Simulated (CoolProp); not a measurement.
Vapour pressure (MPa) of octamethylcyclotetrasiloxane (D4): the reference equation beside estimates from Tc = 586.5 K, pc = 1.347 MPa, ω = 0.598.

The numbers come from the reference Helmholtz-energy equation of state, Thol 2015 in CoolProp.

```csv
T (K),reference,Lee-Kesler,van der Waals,Redlich-Kwong,Peng-Robinson
375.5,0.009622,0.009728,0.1685,0.05286,0.01020
390.2,0.01694,0.01702,0.2073,0.07554,0.01762
404.9,0.02827,0.02830,0.2515,0.1047,0.02901
419.6,0.04503,0.04498,0.3016,0.1412,0.04577
434.3,0.06885,0.06872,0.3576,0.1861,0.06955
449,0.1016,0.1014,0.4200,0.2402,0.1023
463.7,0.1454,0.1451,0.4889,0.3045,0.1462
478.3,0.2020,0.2017,0.5641,0.3792,0.2031
493,0.2748,0.2745,0.6468,0.4663,0.2767
```

Absolute difference from the reference over all 9 rows, mean and median: Lee-Kesler 0.3 and 0.2 %, van der Waals 602.0 and 419.4 %, Redlich-Kwong 205.9 and 170.3 %, Peng-Robinson 2.0 and 1.0 %.
